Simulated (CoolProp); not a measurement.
Carbon monoxide at 293.15 K and 0.418 MPa is throttled through a valve to 0.279 MPa with no heat exchange. Each further row changes one setting.

Computed with CoolProp (reference Helmholtz-energy equation of state, Lemmon 2006). It is a short technical equation, of lower accuracy than the large ones.

| case | temperature change (K) | final density (kg/m³) |
|---|---|---|
| as stated | -0.4 | 3.21 |
| outlet pressure 0.0837 MPa | -0.9 | 0.965 |
| outlet pressure 0.363 MPa | -0.1 | 4.18 |
